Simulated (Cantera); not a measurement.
Charge: 1 mol Si3N4, 0.36 mol CO2, 7.4 mol H2, 0.041 mol H2O, held at 11.0 Pa.

These are equilibrium values from Cantera (NASA tables, ideal gas, pure condensed phases), not measurements of a reactor. Candidate condensed phases: C, C6H6, C7H8, C8H18, H2O, Si, SiC, SiO2, Si2N2O, Si3N4; 151 gas species. Mutual solubility and eutectic melting of coexisting phases are not modelled. Kinetics and transport are ignored. All values below are at 1425 K.

Base state: H2 0.907, N2 0.0910, SiO 0.00115, H 0.000620, CO 2.35e-5, Si 1.46e-5 (mole fractions); condensed: Si(s) + SiC(s) + Si2N2O(s) + Si3N4(s).

Q: What changes in the equilibrium state with this change: pressure from 11.0 Pa to 1 atm?

A: 
| species | before | after |
|---|---|---|
| H2 | 0.907 | 0.963 |
| N2 | 0.0910 | 0.0330 |
| CH4 | 1.83e-9 | 0.00354 |
| SiO | 0.00115 | 8.36e-9 |
| Si | 1.46e-5 | <1e-9 |
| NH3 | 2.25e-9 | 1.37e-5 |
| HCN | 9.31e-7 | 0.000108 |
| H | 0.000620 | 6.65e-6 |
| CO | 2.35e-5 | 7.11e-6 |
| Si(s), mol | 0.373 | 0 |
| SiC(s), mol | 0.360 | 0 |
| Si2N2O(s), mol | 0.751 | 0.761 |
| Si3N4(s), mol | 0.251 | 0.493 |
| C(graphite), mol | 0 | 0.332 |
